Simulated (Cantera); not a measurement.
A freely propagating, adiabatic, planar premixed flame of H2 : O2 : N2 : H2O = 1 : 0.926 : 3.15 : 0.37 (molar parts), equivalence ratio 0.54, unburnt at 500 K and 0.130 bar; mixture-averaged transport, grid criteria slope 0.08 and curve 0.16, no radiation.

Detailed kinetics in Cantera: the H2/O2 subset of GRI-Mech 3.0, which has no nitrogen chemistry. Burning velocities carry a grid error of a few per cent, more on coarse grids. Lean hydrogen flames are cellular in practice and burn faster than this planar one.

Predict: laminar burning velocity; thermal thickness; peak x(OH); peak x(H2O2); peak x(O).


```json
{
 "laminar_burning_velocity": "255 cm/s",
 "thermal_thickness": "5.15 mm",
 "peak x(OH)": "0.00940",
 "peak x(H2O2)": "8.51e-6",
 "peak x(O)": "0.0109"
}
```
